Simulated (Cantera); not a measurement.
Mixture: CH4 : O2 : N2 = 1 : 4.17 : 15.7 (molar parts), equivalence ratio 0.48, at 0.310 bar, adiabatic and at constant volume. Ignition delay is the time to a rise of 400 K.

Model: GRI-Mech 3.0 (53 species, 325 reactions), integrated in Cantera.

Predict: delay at 1025 K; delay at 1100 K; delay at 1175 K; delay at 1250 K; delay at 1325 K; delay at 1400 K; delay at 1475 K; apparent activation energy between 1325 and 1475 K.


```
Item                                                     Value
--------------------------------------------------  ----------
delay at 1025 K                                         1.46 s
delay at 1100 K                                        0.381 s
delay at 1175 K                                        0.112 s
delay at 1250 K                                        37.1 ms
delay at 1325 K                                        13.9 ms
delay at 1400 K                                        6.00 ms
delay at 1475 K                                        2.93 ms
apparent activation energy between 1325 and 1475 K  170 kJ/mol
```
